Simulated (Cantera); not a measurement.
Charge: 1 mol Fe(CO)5, 0.16 mol H2, at 1348 K and 0.000510 bar.

These are equilibrium values from Cantera (NASA tables, ideal gas, pure condensed phases), not measurements of a reactor. Candidate condensed phases: C, C6H6, C7H8, C8H18, Fe, Fe(CO)5, FeO, Fe(OH)2, Fe(OH)3, Fe2O3, Fe3O4, H2O; 114 gas species. Equilibrium is a limit: real reactors are often held back by kinetics, nucleation or transport.

Base state: CO 0.969, H2 0.0310, H 1.80e-5 (mole fractions); condensed: Fe(γ).

Task: What changes in the equilibrium state with this change: 0.14 mol CO2 added?

Result: 
```
species      before    after
----------  -------  -------
CO            0.969    0.945
H2           0.0310   0.0287
CO2         1.43e-6   0.0249
H2O         8.94e-8  0.00148
H           1.80e-5  1.74e-5
Fe(γ), mol    1.000    1.000
```

Task: What changes in the equilibrium state with this change: temperature from 1348 K to 775 K?

Result: 
| species | before | after |
|---|---|---|
| CO | 0.969 | 0.877 |
| CO2 | 1.43e-6 | 0.0894 |
| H2 | 0.0310 | 0.0331 |
| H | 1.80e-5 | <1e-9 |
| H2O | 8.94e-8 | 0.000669 |
| Fe(γ), mol | 1.000 | 0 |
| C(graphite), mol | 0 | 0.426 |
| Fe(α), mol | 0 | 1.00 |
Condensed phases not in the tables: cementite and carbon dissolved in iron.
